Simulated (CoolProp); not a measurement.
Vapour-liquid equilibrium of R22 (1) + c-C4F8 (RC318) (2) at 147 kPa; x and y are mole fractions of (1).

Computed with CoolProp (multi-fluid Helmholtz-energy mixture model, Kamei 1995 and Platzer 1990; pair parameters Bell 2016). This equation is an older, rougher fit; its heat capacities, sound speeds and derivatives of the liquid may be far off and weren't checked against measurements.

| x | bubble temperature, mixture model (K) | bubble temperature, Raoult's law (K) | y, mixture model | y, Raoult's law |
|---|---|---|---|---|
| 0.05 | 274.2 | 273.1 | 0.131 | 0.169 |
| 0.2 | 262.5 | 264.5 | 0.561 | 0.507 |
| 0.35 | 251.5 | 257.9 | 0.792 | 0.699 |
| 0.5 | 245.5 | 252.7 | 0.875 | 0.819 |
| 0.65 | 243.1 | 248.3 | 0.906 | 0.897 |
| 0.8 | 241.9 | 244.7 | 0.925 | 0.951 |
| 0.95 | 240.9 | 241.6 | 0.967 | 0.990 |

The largest gap from Raoult's law is -7.2 K in bubble temperature, at x = 0.5. No azeotrope shows between x = 0.05 and 0.95.

Pair parameters are fitted to limited data, so mixtures are less certain than the pure fluids. The gap from Raoult's law changes sign with composition, which may be real or a fault of the pair parameters; it wasn't checked against measurements.
